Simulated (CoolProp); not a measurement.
Aqueous propylene glycol as a coolant, 41 % by mass, freezing at -21.5 °C, 1 atm.

The numbers come from the Melinder's fits for secondary coolants in CoolProp.

```tsv
T (°C)	Prandtl number	density (kg/m³)	viscosity (mPa s)	conductivity (W/(m K))
-15.7	336	1050	35.3	0.375
-10.7	235	___	24.7	0.378
-5.7	___	1046	___	0.381
-0.7	123	1044	13.0	___
4.3	92.1	1041	9.78	0.386
9.2	70.8	1039	7.54	0.389
14.2	55.3	1036	5.91	0.392
19.2	44.0	1034	4.72	0.396
24.2	35.6	1031	3.83	0.399
29.2	29.3	1028	3.17	0.402
34.2	24.5	1024	2.66	___
```

Question: Fill in the missing entries.

Answer: 
- -10.7, density (kg/m³): 1048
- -5.7, Prandtl number: 168
- -5.7, viscosity (mPa s): 17.7
- -0.7, conductivity (W/(m K)): 0.383
- 34.2, conductivity (W/(m K)): 0.405
